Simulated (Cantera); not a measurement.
Cantera run, input and output.

```python
import numpy as np
import cantera as ct

gas = ct.Solution("gri30.yaml")
gas.TPX = 1375, 1800, {'H2': 0.14, 'O2': 1, 'N2': 0.18}
inlet = ct.Reservoir(gas, clone=True)

reactor = ct.IdealGasConstPressureReactor(gas, energy="off", clone=False)
exhaust = ct.Reservoir(gas, clone=True)
tau = [5.1, 2.1, 0.86, 0.36, 0.15, 0.06, 0.025, 0.01, 0.0041, 0.0017, 0.0007][0]
for a, b in ((inlet, reactor), (reactor, exhaust)):
    ct.MassFlowController(a, b, mdot=lambda t: reactor.mass / tau)
net = ct.ReactorNet([reactor])
show = ['H2', 'O2', 'NO', 'H2O2', 'NO2']

rows = []
print(f"{'tau/s':>10s}{'T/K':>9s}" + "".join(f"{s:>11s}" for s in show))
for tau in [5.1, 2.1, 0.86, 0.36, 0.15, 0.06, 0.025, 0.01, 0.0041, 0.0017, 0.0007]:
    net.initial_time = 0.0
    net.advance(30 * tau)
    before = gas.X
    net.advance(40 * tau)
    drift = np.max(np.abs(gas.X - before) / (gas.X + 1e-9))
    rows.append([gas.T, *gas[show].X, drift])
    print(f"{tau:10.3e}{gas.T:9.1f}" + "".join(f"{x:11.3e}" for x in gas[show].X))
```

It prints:

```
     tau/s      T/K         H2         O2         NO       H2O2        NO2
 5.100e+00   1375.0  1.094e-04  7.422e-01  1.703e-07  4.532e-08  4.001e-11
 2.100e+00   1375.0  1.946e-04  7.411e-01  1.560e-07  6.073e-08  2.775e-11
 8.600e-01   1375.0  3.444e-04  7.391e-01  1.722e-07  7.951e-08  2.217e-11
 3.600e-01   1375.0  5.931e-04  7.360e-01  2.240e-07  1.004e-07  2.046e-11
 1.500e-01   1375.0  1.001e-03  7.309e-01  3.145e-07  1.222e-07  2.017e-11
 6.000e-02   1375.0  1.664e-03  7.225e-01  4.295e-07  1.427e-07  1.935e-11
 2.500e-02   1375.0  2.544e-03  7.119e-01  4.916e-07  1.563e-07  1.653e-11
 1.000e-02   1375.0  3.703e-03  7.002e-01  4.255e-07  1.645e-07  1.132e-11
 4.100e-03   1375.0  5.230e-03  6.922e-01  2.699e-07  1.722e-07  6.110e-12
 1.700e-03   1375.0  7.867e-03  6.896e-01  1.345e-07  1.872e-07  2.672e-12
 7.000e-04   1375.0  1.335e-02  6.924e-01  5.490e-08  2.125e-07  9.479e-13
```

Detailed kinetics in Cantera: GRI-Mech 3.0 (53 species, 325 reactions). Radical loss at walls, strong at low pressure, is not modelled. The temperature is held fixed by assumption; the heat of reaction is taken as removed at once.
